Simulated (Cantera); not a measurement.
**Thermodynamics of silicon nitride deposition, feed SiH₂Cl₂ + NH₃ + H₂ + N₂**

Charge: 1 mol SiH₂Cl₂, 2.3 mol NH₃, 0.13 mol H₂, 0.74 mol N₂, held at 900 °C.

Cantera equilibrium calculation (NASA polynomials, part measured and part estimated; ideal gas, pure solids and liquids). Candidate condensed phases: NH₄Cl, Si, Si₃N₄; 28 gas species. The tables' values for SiCl₃ are old estimates; treat these amounts as uncertain. Rates play no part.

```csv
P (Pa),x H₂,x HCl,x N₂,x SiCl₄,x SiCl₂,x SiCl₃,x SiHCl₃,n Si₃N₄(s)
5,0.530,0.282,0.183,0.000433,0.00411,0.000425,1.90e-5,0.322
26,0.529,0.287,0.181,0.000807,0.00142,0.000341,3.47e-5,0.327
140,0.530,0.286,0.181,0.00141,0.000463,0.000257,6.08e-5,0.328
710,0.532,0.284,0.182,0.00231,0.000153,0.000189,0.000101,0.327
3700,0.535,0.279,0.183,0.00368,4.87e-5,0.000135,0.000164,0.324
19000,0.539,0.271,0.184,0.00557,1.53e-5,9.30e-5,0.000258,0.320
100000,0.544,0.261,0.186,0.00810,4.60e-6,6.15e-5,0.000394,0.314
```
x: gas mole fraction; n: condensed amount in mol.

From 0.0375 Torr to 750 Torr the condensed part is Si₃N₄(s). The main Si-bearing gas is SiCl₂ at 0.0375 Torr and SiCl₄ at 750 Torr. The share of Si in condensed phases is highest at 1.05 Torr (98.5 %) and lowest at 750 Torr (94.2 %).
